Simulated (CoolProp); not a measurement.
Vapour-liquid equilibrium of ethanol (1) + cyclohexane (2) at 19 bar; x and y are mole fractions of (1).

Computed with CoolProp (multi-fluid Helmholtz-energy mixture model, Schroeder 2014 and Zhou 2014; pair parameters Bell 2016).

| x | bubble temperature, mixture model (°C) | bubble temperature, Raoult's law (°C) | y, mixture model | y, Raoult's law |
|---|---|---|---|---|
| 0.05 | 210.4 | 218.3 | 0.157 | 0.110 |
| 0.15 | 194.9 | 210.8 | 0.356 | 0.289 |
| 0.25 | 186.8 | 204.6 | 0.466 | 0.429 |
| 0.35 | 182.2 | 199.5 | 0.537 | 0.543 |
| 0.45 | 179.4 | 195.0 | 0.591 | 0.640 |
| 0.55 | 177.6 | 191.1 | 0.640 | 0.724 |
| 0.65 | 176.5 | 187.7 | 0.693 | 0.797 |
| 0.75 | 176.0 | 184.6 | 0.756 | 0.862 |
| 0.85 | 176.2 | 181.8 | 0.836 | 0.921 |
| 0.95 | 177.3 | 179.3 | 0.939 | 0.975 |

The largest gap from Raoult's law is -17.8 K in bubble temperature, at x = 0.25. y crosses x between x = 0.75 and 0.85: the model has an azeotrope there.

Pair parameters are fitted to limited data, so mixtures are less certain than the pure fluids.
